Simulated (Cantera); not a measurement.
Cantera run, input and output.

```python
import numpy as np
import cantera as ct

gas = ct.Solution("gri30.yaml")
gas.TPX = 1225, 42000, {'CO': 0.0078, 'O2': 0.0068, 'H2O': 0.019, 'N2': 1}
reactor = ct.IdealGasConstPressureReactor(gas, energy="off", clone=False)
net = ct.ReactorNet([reactor])
net.rtol, net.atol = 1e-08, 1e-18
show = ['CO', 'O2', 'H2O', 'H', 'NO', 'N2O', 'NO2']
times = np.geomspace(3e-05, 1, 14)

steps = ct.SolutionArray(gas, extra=["t"])
rows = []
print(f"{'t/s':>10s}{'T/K':>9s}{'P/Pa':>11s}" + "".join(f"{s:>11s}" for s in show))
for t in times:
    while net.time < t:
        t_next = net.step()
        steps.append(gas.state, t=t_next)
    rows.append([np.interp(t, steps.t, y) for y in (steps.T, steps.P, *steps(*show).X.T)])
    print(f"{t:10.3e}{rows[-1][0]:9.1f}{rows[-1][1]:11.4g}" + "".join(f"{x:11.3e}" for x in rows[-1][2:]))
rate = np.gradient(steps.T, steps.t)
print("integrator steps:", len(steps.t))
if steps.T.max() > steps.T[0] + 200:
    print(f"time of steepest temperature rise: {steps.t[rate.argmax()]:.4e} s")
gas.TPX = 1225, 42000, {'CO': 0.0078, 'O2': 0.0068, 'H2O': 0.019, 'N2': 1}
gas.equilibrate("TP")
print(f"equilibrium (TP): T = {gas.T:.1f} K  " + "  ".join(f"{s} {gas[s].X[0]:.3e}" for s in show))
```

Output:

```
       t/s      T/K       P/Pa         CO         O2        H2O          H         NO        N2O        NO2
 3.000e-05   1225.0    4.2e+04  7.546e-03  6.579e-03  1.838e-02  2.952e-13  1.154e-20  8.970e-17  1.963e-29
 6.684e-05   1225.0    4.2e+04  7.546e-03  6.579e-03  1.838e-02  2.093e-12  6.397e-20  3.714e-16  2.600e-28
 1.489e-04   1225.0    4.2e+04  7.546e-03  6.579e-03  1.838e-02  1.449e-11  3.549e-19  1.633e-15  3.750e-27
 3.318e-04   1225.0    4.2e+04  7.546e-03  6.579e-03  1.838e-02  8.937e-11  1.897e-18  7.435e-15  6.391e-26
 7.392e-04   1225.0    4.2e+04  7.546e-03  6.579e-03  1.838e-02  5.149e-10  1.053e-17  3.799e-14  1.846e-24
 1.647e-03   1225.0    4.2e+04  7.546e-03  6.579e-03  1.838e-02  4.727e-09  1.005e-16  3.483e-13  2.407e-22
 3.669e-03   1225.0    4.2e+04  7.545e-03  6.578e-03  1.838e-02  3.010e-07  1.177e-14  2.245e-11  1.768e-18
 8.176e-03   1225.0    4.2e+04  5.969e-03  5.884e-03  1.782e-02  3.708e-04  1.454e-08  2.557e-08  2.490e-12
 1.822e-02   1225.0    4.2e+04  9.132e-04  3.464e-03  1.774e-02  3.792e-04  3.819e-07  5.081e-08  4.161e-11
 4.058e-02   1225.0    4.2e+04  1.518e-04  2.920e-03  1.830e-02  3.719e-05  4.530e-07  7.015e-08  1.644e-10
 9.042e-02   1225.0    4.2e+04  3.025e-05  2.832e-03  1.842e-02  3.172e-06  4.574e-07  9.211e-08  6.218e-10
 2.015e-01   1225.0    4.2e+04  6.110e-06  2.817e-03  1.844e-02  3.147e-07  4.576e-07  1.053e-07  1.366e-09
 4.488e-01   1225.0    4.2e+04  1.236e-06  2.815e-03  1.845e-02  3.743e-08  4.576e-07  1.089e-07  1.714e-09
 1.000e+00   1225.0    4.2e+04  2.683e-07  2.815e-03  1.845e-02  5.612e-09  4.582e-07  1.020e-07  1.383e-09
integrator steps: 1304
equilibrium (TP): T = 1225.0 K  CO 6.902e-09  O2 2.801e-03  H2O 1.845e-02  H 5.181e-11  NO 3.040e-05  N2O 1.509e-09  NO2 3.406e-08
```

Cantera simulation using GRI-Mech 3.0 (53 species, 325 reactions); the numbers are that mechanism's predictions, not measurements.
